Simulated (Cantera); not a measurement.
Input: 1 mol NF3, 4.7 mol H2O, at 57.0 Pa.

Method: chemical equilibrium by Gibbs-energy minimisation in Cantera with the NASA 1993 tables (ideal gas, pure condensed phases). Candidate condensed phases: H2O; 40 gas species. Kinetics and transport are ignored. All values below are at 1825 K.

Base state: H2O 0.418, HF 0.400, O2 0.0986, N2 0.0663, OH 0.00877, H2 0.00378, O 0.00202, H 0.00113 (mole fractions); condensed: gas only.

**Question.** What changes in the equilibrium state with this change: H2O from 4.7 to 1 mol?

**Answer.** 
```tsv
species	before	after
HF	0.400	0.499
F	2.27e-5	0.250
N2	0.0663	0.124
H2O	0.418	5.99e-9
O2	0.0986	0.123
H2	0.00378	<1e-9
H	0.00113	1.28e-7
OH	0.00877	1.11e-6
```

**Question.** What changes in the equilibrium state with this change: H2O from 4.7 to 1.2 mol?

**Answer.** 
```json
[
 {"species": "HF", "before": "0.400", "after": "0.585"},
 {"species": "F", "before": "2.27e-5", "after": "0.146"},
 {"species": "O2", "before": "0.0986", "after": "0.144"},
 {"species": "H2O", "before": "0.418", "after": "2.59e-8"},
 {"species": "N2", "before": "0.0663", "after": "0.121"},
 {"species": "H2", "before": "0.00378", "after": "<1e-9"},
 {"species": "H", "before": "0.00113", "after": "2.57e-7"},
 {"species": "OH", "before": "0.00877", "after": "2.40e-6"},
 {"species": "NO", "before": "0.000898", "after": "0.00147"}
]
```
